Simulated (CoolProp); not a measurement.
Vapour pressure (bar) of hexamethyldisiloxane (MM): the reference equation beside estimates from Tc = 518.7 K, pc = 19.31 bar, ω = 0.418. Clausius-Clapeyron is anchored at 302.4 K with a constant enthalpy of vaporisation of 36.85 kJ/mol.

Model: reference Helmholtz-energy equation of state, Thol 2016, in CoolProp.

```tsv
T (K)	reference	Lee-Kesler	Clausius-Clapeyron	van der Waals	Soave-Redlich-Kwong
288.7	0.03386	0.03315	0.03437	1.072	0.03364
302.4	0.06891	0.06760	0.06891	1.418	0.06829
316.1	0.1300	0.1280	0.1301	1.834	0.1288
329.8	0.2298	0.2273	0.2329	2.326	0.2279
343.5	0.3841	0.3817	0.3980	2.899	0.3819
357.2	0.6118	0.6107	0.6529	3.559	0.6104
370.9	0.9346	0.9368	1.032	4.311	0.9361
384.6	1.377	1.385	1.580	5.159	1.385
398.3	1.966	1.982	2.349	6.108	1.986
412	2.731	2.757	3.401	7.162	2.770
425.7	3.703	3.742	4.808	8.323	3.772
```

Absolute difference from the reference over all 11 rows, mean and median: Lee-Kesler 1.0 and 1.0 %, Clausius-Clapeyron 10.2 and 6.7 %, van der Waals 865.2 and 481.7 %, Soave-Redlich-Kwong 0.8 and 0.8 %.
